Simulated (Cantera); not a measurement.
A closed system holds: 1 mol N2O, a varied amount of H2, held at 2198 K and 1.00 bar.

Method: chemical equilibrium by Gibbs-energy minimisation in Cantera with the NASA 1993 tables (ideal gas, pure condensed phases). Candidate condensed phases: H2O; 24 gas species. The numbers say what is thermodynamically allowed, not how fast it happens.

x: gas mole fraction; nothing condenses.

| n(H2) (mol) | x H2 | x N2 | x H2O | x O2 | x NO |
|---|---|---|---|---|---|
| 0.12 | 0.000160 | 0.633 | 0.0743 | 0.273 | 0.0129 |
| 0.17 | 0.000233 | 0.623 | 0.104 | 0.253 | 0.0123 |
| 0.24 | (withheld) | 0.610 | (withheld) | (withheld) | 0.0115 |
| 0.34 | 0.000515 | 0.592 | 0.199 | 0.190 | 0.0104 |
| 0.48 | 0.000807 | 0.569 | 0.270 | 0.143 | 0.00880 |
| 0.67 | 0.00139 | 0.540 | 0.359 | 0.0848 | 0.00661 |
| 0.95 | 0.00477 | 0.503 | 0.471 | 0.0124 | 0.00244 |
| 1.3 | 0.130 | 0.434 | 0.433 | 1.41e-5 | 7.65e-5 |
| 1.9 | 0.309 | 0.344 | 0.344 | 1.58e-6 | 2.28e-5 |
| 2.6 | (withheld) | (withheld) | (withheld) | (withheld) | (withheld) |
| 3.7 | 0.571 | 0.212 | 0.212 | 1.75e-7 | 5.95e-6 |
| 5.2 | 0.674 | 0.161 | 0.161 | 7.23e-8 | 3.33e-6 |

Question: Fill in the missing entries.

Answer: 
- 2.6, x H2: 0.442
- 2.6, x N2: 0.277
- 2.6, x H2O: 0.277
- 2.6, x O2: 4.98e-7
- 2.6, x NO: 1.15e-5
- 0.24, x H2: 0.000342
- 0.24, x H2O: 0.144
- 0.24, x O2: 0.226
